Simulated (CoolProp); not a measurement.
Vapour-liquid equilibrium of propylene (1) + 1-butene (2) at 0.77 MPa; x and y are mole fractions of (1).

Model: multi-fluid Helmholtz-energy mixture model, Lemmon 2013 and Lemmon 2005; pair parameters Bell 2016, in CoolProp.

Question: Give the bubble temperature and the first vapour's composition at x = 0.5, 0.8, 0.95. Is there an azeotrope?

Answer: x = 0.5: 301.9 K, y = 0.753; x = 0.8: 289.4 K, y = 0.929; x = 0.95: 284.3 K, y = 0.985. No azeotrope shows between x = 0.05 and 0.95.

Pair parameters are fitted to limited data, so mixtures are less certain than the pure fluids.
